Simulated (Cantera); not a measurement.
Feed: 1 mol Si3N4, 0.54 mol H2O, equilibrated at 1227 °C and 2.00e-5 bar.

Equilibrium computed with Cantera from the NASA thermochemical tables; the gas is ideal and each condensed phase is pure. Candidate condensed phases: H2O, Si, SiO2, Si2N2O, Si3N4; 35 gas species. Mutual solubility and eutectic melting of coexisting phases are not modelled. The numbers say what is thermodynamically allowed, not how fast it happens.

Base state: N2 0.657, H2 0.184, SiO 0.156, H 0.00169, Si 0.000526 (mole fractions); condensed: Si(s) + Si2N2O(s).

Question: What changes in the equilibrium state with this change: temperature from 1227 °C to 650 °C?

Answer: 
```csv
species,before,after
H2,0.184,0.750
N2,0.657,0.250
H,0.00169,4.74e-8
SiO,0.156,<1e-9
Si,0.000526,<1e-9
"Si(s), mol",2.37,0
"Si2N2O(s), mol",0.0853,0.540
"Si3N4(s), mol",0,0.640
```

Question: What changes in the equilibrium state with this change: H2O from 0.54 to 0.2 mol?

Answer: 
```csv
species,before,after
N2,0.657,0.832
SiO,0.156,0.0832
H2,0.184,0.0827
H,0.00169,0.00113
Si,0.000526,0.000526
"Si(s), mol",2.37,2.80
"Si2N2O(s), mol",0.0853,0
```
